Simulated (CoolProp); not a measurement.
The fluid at 460.74 K and 0.398 MPa flows at 0.16 m/s in a round tube of 10 mm bore and 15 µm roughness, fully developed (64/Re and Nu = 3.66 if laminar; Colebrook and Gnielinski if turbulent). The same conditions are run with several fluids, on thermodynamics alone (safety and materials aside).

The numbers come from the reference Helmholtz-energy equation of state of each fluid (dry air: Lemmon 2000; R507A: Lemmon 2003; CF4 (R14): Platzer 1990; nitrogen: Span 2000; water: Wagner 2002) in CoolProp. The equations of Platzer and Polt are older, rougher fits. Blends and air are pseudo-pure fits.

```
fluid      Reynolds number  Darcy friction factor  pressure drop (Pa/m)  heat-transfer coefficient (W/(m² K))  mass flow (kg/h)
---------  ---------------  ---------------------  --------------------  ------------------------------------  ----------------
dry air         (withheld)                  0.340                  1.31                            (withheld)        (withheld)
R507A                  901                 0.0710                 0.947                                  9.39             0.471
CF4 (R14)              593                  0.108                  1.26                            (withheld)             0.414
nitrogen        (withheld)                  0.339                  1.26                                  13.4             0.131
water                  197                  0.325            (withheld)                                  12.2            0.0867
```

Question: Complete the blanks.

Answer: 
- dry air, Reynolds number: 188
- dry air, heat-transfer coefficient (W/(m² K)): 13.7
- dry air, mass flow (kg/h): 0.136
- CF4 (R14), heat-transfer coefficient (W/(m² K)): 10.6
- nitrogen, Reynolds number: 189
- water, pressure drop (Pa/m): 0.798

Transport values come from each fluid's own correlations; those of CF4 (R14) are estimates that may be off by 10 % or more.
